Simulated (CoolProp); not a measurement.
Vapour-liquid equilibrium of diethyl ether (1) + n-hexane (2) at 399.8 K; x and y are mole fractions of (1).

Model: multi-fluid Helmholtz-energy mixture model, Thol 2014 and Thol 2019; pair parameters Bell 2016, in CoolProp.

| x | bubble pressure, mixture model (kPa) | bubble pressure, Raoult's law (kPa) | y, mixture model | y, Raoult's law |
|---|---|---|---|---|
| 0.05 | 504.9 | 498.6 | 0.114 | 0.116 |
| 0.15 | 581.0 | 567.5 | 0.290 | 0.305 |
| 0.25 | 652.1 | 636.3 | 0.424 | 0.453 |
| 0.35 | 720.0 | 705.1 | 0.533 | 0.572 |
| 0.45 | 786.0 | 773.9 | 0.625 | 0.670 |
| 0.55 | 851.1 | 842.7 | 0.707 | 0.752 |
| 0.65 | 916.3 | 911.6 | 0.780 | 0.822 |
| 0.75 | 982.1 | 980.4 | 0.848 | 0.882 |
| 0.85 | 1049 | 1049 | 0.912 | 0.934 |
| 0.95 | 1118 | 1118 | 0.971 | 0.979 |

The largest gap from Raoult's law is +2.5 % in bubble pressure, at x = 0.25. No azeotrope shows between x = 0.05 and 0.95.

Pair parameters are fitted to limited data, so mixtures are less certain than the pure fluids.
